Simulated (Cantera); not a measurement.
**NO annealing gas**

An isothermal, constant-pressure homogeneous reactor starts with NO : N2 = 1 : 3.2 (molar parts), at 1925 K and 51.8 Torr.

Model: GRI-Mech 3.0 (53 species, 325 reactions), integrated in Cantera.

| t (s) | x NO | x N2 | x NO2 | x O2 | x N2O |
|---|---|---|---|---|---|
| 1.00e-5 | 0.238 | 0.762 | 1.42e-11 | 2.22e-12 | 2.58e-8 |
| 3.46e-5 | 0.238 | 0.762 | 1.69e-10 | 2.65e-11 | 8.90e-8 |
| 0.000119 | 0.238 | 0.762 | 1.98e-9 | 3.15e-10 | 3.06e-7 |
| 0.000412 | 0.238 | 0.762 | 2.23e-8 | 3.77e-9 | 1.04e-6 |
| 0.00143 | 0.238 | 0.762 | 2.23e-7 | 4.57e-8 | 3.42e-6 |
| 0.00492 | 0.238 | 0.762 | 1.67e-6 | 6.19e-7 | 9.98e-6 |
| 0.0170 | 0.238 | 0.762 | 7.73e-6 | 1.13e-5 | 2.06e-5 |
| 0.0588 | 0.238 | 0.762 | 1.41e-5 | 0.000148 | 2.39e-5 |
| 0.203 | 0.236 | 0.763 | 1.54e-5 | 0.000748 | 2.35e-5 |
| 0.702 | 0.232 | 0.765 | 1.89e-5 | 0.00289 | 2.24e-5 |
| 2.42 | 0.216 | 0.773 | 2.71e-5 | 0.0108 | 1.89e-5 |
| 8.38 | 0.161 | 0.800 | 3.56e-5 | 0.0385 | 9.80e-6 |
| 28.9 | 0.0502 | 0.856 | 1.73e-5 | 0.0937 | 9.45e-7 |
| 100 | 0.00655 | 0.877 | 2.50e-6 | 0.116 | 8.28e-8 |
x: mole fraction; the columns are a selection and need not sum to one.

Equilibrium at this temperature and pressure: NO 0.00488, N2 0.878, NO2 1.87e-6, O2 0.116, N2O 7.66e-8 (gas phase only).
